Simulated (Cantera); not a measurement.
An isothermal plug-flow reactor at 675 K and 578 Torr (inlet), inlet velocity 0.1 m/s, active area per volume 740 1/m; feed CO : O2 : N2 : H2O = 0.007 : 0.15 : 0.79 : 0.06 (molar parts), equivalence ratio 0.023.

Cantera simulation using Deutschmann's 1995 Pt surface mechanism with GRI-Mech 3.0 gas chemistry; the numbers are that mechanism's predictions, not measurements. Catalytic surfaces can have several steady states; this one follows from the mechanism file's or the stated starting coverage. Mass transfer to the wall is taken as infinitely fast.

Task: What does this change do: inlet velocity 0.1 to 0.36 m/s?

Result: 
```json
[
 {"quantity": "x(CO) at z = 0.011 m", "before": "0.00276", "after": "0.00486"},
 {"quantity": "x(O2) at z = 0.011 m", "before": "0.147", "after": "0.148"},
 {"quantity": "x(H2O) at z = 0.011 m", "before": "0.0597", "after": "0.0596"},
 {"quantity": "x(CO2) at z = 0.011 m", "before": "0.00421", "after": "0.00210"},
 {"quantity": "θ(free Pt) at the exit", "before": "0.00523", "after": "0.00638"},
 {"quantity": "θ(O*) at the exit", "before": "0.991", "after": "0.989"},
 {"quantity": "θ(OH*) at the exit", "before": "0.00360", "after": "0.00397"}
]
```

Task: What does this change do: pressure from 578 Torr to 263 Torr?

Result: 
```tsv
quantity	before	after
x(CO) at z = 0.011 m	0.00276	0.00139
x(O2) at z = 0.011 m	0.147	0.147
x(H2O) at z = 0.011 m	0.0597	0.0597
x(CO2) at z = 0.011 m	0.00421	0.00558
θ(free Pt) at the exit	0.00523	0.00698
θ(O*) at the exit	0.991	0.990
θ(OH*) at the exit	0.00360	0.00280
```
